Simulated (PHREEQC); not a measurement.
A solution holds 0.0095 mol Cu(NO3)2, 0.00014 mol HNO3 and 0.00043 mol NaCl per kg of water, at 50 °C. Closed to the air; pH follows from the charge balance.

Computed with PHREEQC (ion-association model, phreeqc.dat).

Each row changes one thing in this solution. Precipitation was switched off in this run.

```tsv
case	pH	Cl- (mol/kgw)	CuCl+ (mol/kgw)	Cu2(OH)2+2 (mol/kgw)	CuOH+ (mol/kgw)	Cu(OH)2 (mol/kgw)
as made	3.90	0.000413	1.74e-5	1.40e-6	4.82e-7	6.76e-9
0.00039 mol/kgw HBr added	3.34	0.000413	1.73e-5	1.02e-7	(withheld)	4.92e-10
NaCl replaced by CdCl2 at the same molality	3.90	0.000809	3.38e-5	1.39e-6	(withheld)	6.72e-9
HNO3 from 0.00014 to 1.4e-05 mol/kgw	4.41	0.000413	1.74e-5	1.44e-5	1.55e-6	6.98e-8
```

Question: Some entries are withheld; supply them.

Answer: 
- 0.00039 mol/kgw HBr added, CuOH+ (mol/kgw): 1.30e-7
- NaCl replaced by CdCl2 at the same molality, CuOH+ (mol/kgw): 4.80e-7

Constants without temperature data keep their 25 °C values here.
